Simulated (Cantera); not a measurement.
What does this Cantera script print?

```python
import numpy as np
import cantera as ct

gas_names = [...]  # 49 gases of nasa_gas.yaml made of Cl, F, H, N, Si
cond_names = """
    NH4CL(a) NH4CL(b) Si(cr) Si(L) Si3N4(a)
""".split()


# ... load() reads the species with a 1 bar reference pressure and builds the phases ...
atoms = {
    'Si': {'Si': 1},
    'HCl': {'H': 1, 'CL': 1},
    'N2': {'N': 2},
    'F2': {'F': 2},
}
top_T = {'Si3N4(a)': 2400}  # K; cautious upper limits of use, not melting points


# ... equilibrate(T, P, feed) seeds the gas with the atoms and calls Mixture.equilibrate('TP', solver="vcs", rtol=1e-11, max_steps=5000) ...
results = []
feed = {'Si': 1, 'HCl': 23, 'N2': 1.1, 'F2': 0.83}  # mol
P = 82  # Pa
for T in [700, 750, 800, 850, 900, 950, 1000, 1050, 1100, 1150, 1200, 1250]:
    mix = equilibrate(T, P, feed)
    results.append((T, P, feed, dict(zip(mix.species_names, mix.species_moles))))
    x = sorted(zip(gas.X, gas.species_names), reverse=True)
    print(f"T = {T:g} K  P = {P:g} Pa  gas = {mix.phase_moles(0):.4g} mol")
    print("   x: " + "  ".join(f"{s} {v:.3e}" for v, s in x if v > 1e-05))
    print("   condensed (mol): " + ("  ".join(f"{mix.phase(i).name} {mix.phase_moles(i):.4g}"
          for i in range(1, mix.n_phases) if mix.phase_moles(i) > 1e-12) or "none"))
```

Output:

```
T = 700 K  P = 82 Pa  gas = 23.93 mol
   x: HCL 8.633e-01  H2 4.889e-02  N2 4.597e-02  SiCL4 2.446e-02  SiF4 1.733e-02  HF 3.772e-05
   condensed (mol): none
T = 750 K  P = 82 Pa  gas = 23.93 mol
   x: HCL 8.633e-01  H2 4.889e-02  N2 4.597e-02  SiCL4 2.446e-02  SiF4 1.732e-02  HF 7.402e-05
   condensed (mol): none
T = 800 K  P = 82 Pa  gas = 23.93 mol
   x: HCL 8.632e-01  H2 4.889e-02  N2 4.597e-02  SiCL4 2.448e-02  SiF4 1.731e-02  HF 1.335e-04
   condensed (mol): none
T = 850 K  P = 82 Pa  gas = 23.93 mol
   x: HCL 8.631e-01  H2 4.889e-02  N2 4.597e-02  SiCL4 2.450e-02  SiF4 1.729e-02  HF 2.247e-04
   condensed (mol): none
T = 900 K  P = 82 Pa  gas = 23.93 mol
   x: HCL 8.630e-01  H2 4.889e-02  N2 4.597e-02  SiCL4 2.453e-02  SiF4 1.725e-02  HF 3.568e-04
   condensed (mol): none
T = 950 K  P = 82 Pa  gas = 23.93 mol
   x: HCL 8.628e-01  H2 4.888e-02  N2 4.597e-02  SiCL4 2.457e-02  SiF4 1.721e-02  HF 5.394e-04
   condensed (mol): none
T = 1000 K  P = 82 Pa  gas = 23.93 mol
   x: HCL 8.626e-01  H2 4.886e-02  N2 4.597e-02  SiCL4 2.460e-02  SiF4 1.714e-02  HF 7.820e-04  SiCL3 2.699e-05
   condensed (mol): none
T = 1050 K  P = 82 Pa  gas = 23.93 mol
   x: HCL 8.623e-01  H2 4.883e-02  N2 4.597e-02  SiCL4 2.462e-02  SiF4 1.706e-02  HF 1.094e-03  SiCL3 7.338e-05  SiHCL3 1.448e-05
   condensed (mol): none
T = 1100 K  P = 82 Pa  gas = 23.93 mol
   x: HCL 8.620e-01  H2 4.874e-02  N2 4.596e-02  SiCL4 2.459e-02  SiF4 1.695e-02  HF 1.484e-03  SiCL3 1.813e-04  SiHCL3 2.051e-05  SiF3 1.882e-05  SiCL2 1.860e-05
   condensed (mol): none
T = 1150 K  P = 82 Pa  gas = 23.94 mol
   x: HCL 8.618e-01  H2 4.854e-02  N2 4.595e-02  SiCL4 2.440e-02  SiF4 1.681e-02  HF 1.961e-03  SiCL3 4.102e-04  SiCL2 7.541e-05  SiF3 4.675e-05  SiHCL3 2.791e-05
   condensed (mol): none
T = 1200 K  P = 82 Pa  gas = 23.95 mol
   x: HCL 8.617e-01  H2 4.808e-02  N2 4.593e-02  SiCL4 2.388e-02  SiF4 1.661e-02  HF 2.540e-03  SiCL3 8.504e-04  SiCL2 2.656e-04  SiF3 1.064e-04  SiHCL3 3.625e-05  CL 2.349e-05  SiHF3 1.033e-05
   condensed (mol): none
T = 1250 K  P = 82 Pa  gas = 23.97 mol
   x: HCL 8.620e-01  H2 4.706e-02  N2 4.589e-02  SiCL4 2.270e-02  SiF4 1.632e-02  HF 3.242e-03  SiCL3 1.600e-03  SiCL2 8.067e-04  SiF3 2.223e-04  CL 5.735e-05  SiHCL3 4.410e-05  SiHF3 1.339e-05
   condensed (mol): none
```

Method: chemical equilibrium by Gibbs-energy minimisation in Cantera with the NASA 1993 tables (ideal gas, pure condensed phases). The tables' values for SiCl3, SiF3 are old estimates; treat these amounts as uncertain.
